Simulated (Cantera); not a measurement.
A Cantera script and its output.

```python
import numpy as np
import cantera as ct

gas = ct.Solution("gri30.yaml")
gas.TPX = 1150, 1000, {'N2O': 7, 'H2': 0.011, 'N2': 3.4}
reactor = ct.IdealGasConstPressureReactor(gas, energy="off", clone=False)
net = ct.ReactorNet([reactor])
net.rtol, net.atol = 1e-08, 1e-18
show = ['N2O', 'H2', 'NO', 'HO2', 'H2O2', 'N2', 'OH']
times = np.geomspace(2e-06, 200, 14)

steps = ct.SolutionArray(gas, extra=["t"])
rows = []
print(f"{'t/s':>10s}{'T/K':>9s}{'P/Pa':>11s}" + "".join(f"{s:>11s}" for s in show))
for t in times:
    while net.time < t:
        t_next = net.step()
        steps.append(gas.state, t=t_next)
    rows.append([np.interp(t, steps.t, y) for y in (steps.T, steps.P, *steps(*show).X.T)])
    print(f"{t:10.3e}{rows[-1][0]:9.1f}{rows[-1][1]:11.4g}" + "".join(f"{x:11.3e}" for x in rows[-1][2:]))
rate = np.gradient(steps.T, steps.t)
print("integrator steps:", len(steps.t))
if steps.T.max() > steps.T[0] + 200:
    print(f"time of steepest temperature rise: {steps.t[rate.argmax()]:.4e} s")
gas.TPX = 1150, 1000, {'N2O': 7, 'H2': 0.011, 'N2': 3.4}
gas.equilibrate("TP")
print(f"equilibrium (TP): T = {gas.T:.1f} K  " + "  ".join(f"{s} {gas[s].X[0]:.3e}" for s in show))
```

Result:

```
       t/s      T/K       P/Pa        N2O         H2         NO        HO2       H2O2         N2         OH
 2.000e-06   1150.0       1000  6.724e-01  1.057e-03  2.530e-13  7.902e-19  1.856e-26  3.266e-01  7.932e-14
 8.249e-06   1150.0       1000  6.724e-01  1.057e-03  4.320e-12  5.429e-17  4.809e-24  3.266e-01  1.374e-12
 3.403e-05   1150.0       1000  6.724e-01  1.057e-03  7.193e-11  3.776e-15  1.303e-21  3.266e-01  2.407e-11
 1.403e-04   1150.0       1000  6.724e-01  1.057e-03  1.183e-09  2.931e-13  4.112e-19  3.266e-01  4.617e-10
 5.789e-04   1150.0       1000  6.724e-01  1.057e-03  1.756e-08  2.334e-11  1.358e-16  3.266e-01  8.738e-09
 2.388e-03   1150.0       1000  6.724e-01  1.056e-03  1.868e-07  1.335e-09  3.513e-14  3.266e-01  1.054e-07
 9.848e-03   1150.0       1000  6.723e-01  1.056e-03  1.125e-06  3.870e-08  5.296e-12  3.266e-01  6.127e-07
 4.062e-02   1150.0       1000  6.723e-01  1.045e-03  5.145e-06  5.978e-07  9.682e-10  3.266e-01  2.143e-06
 1.675e-01   1150.0       1000  6.719e-01  9.485e-04  2.090e-05  2.752e-06  5.806e-08  3.269e-01  4.073e-06
 6.910e-01   1150.0       1000  6.704e-01  5.717e-04  7.738e-05  1.928e-06  3.800e-08  3.279e-01  4.385e-06
 2.850e+00   1150.0       1000  6.655e-01  1.023e-04  3.141e-04  5.304e-07  2.884e-09  3.311e-01  2.911e-06
 1.176e+01   1150.0       1000  6.475e-01  1.498e-06  1.404e-03  8.401e-08  8.253e-11  3.418e-01  1.832e-06
 4.849e+01   1150.0       1000  5.797e-01  8.611e-10  5.584e-03  2.175e-08  1.756e-11  3.822e-01  2.021e-06
 2.000e+02   1150.0       1000  3.768e-01  9.208e-10  1.807e-02  4.460e-09  1.250e-11  5.030e-01  2.020e-06
integrator steps: 1768
equilibrium (TP): T = 1150.0 K  N2O 9.921e-10  H2 6.823e-11  NO 1.407e-04  HO2 2.415e-10  H2O2 5.955e-13  N2 7.478e-01  OH 4.347e-07
```

Computed with Cantera and GRI-Mech 3.0 (53 species, 325 reactions). GRI-Mech 3.0 was tuned for natural gas; its chemistry of N2O as a main component is partial and can be far from experiment. Radical loss at walls, strong at low pressure, is not modelled. The mechanism lacks the step 2 NO + O2 → 2 NO2, which can matter for NO2 below about 1400 K. The temperature is held fixed by assumption; the heat of reaction is taken as removed at once.
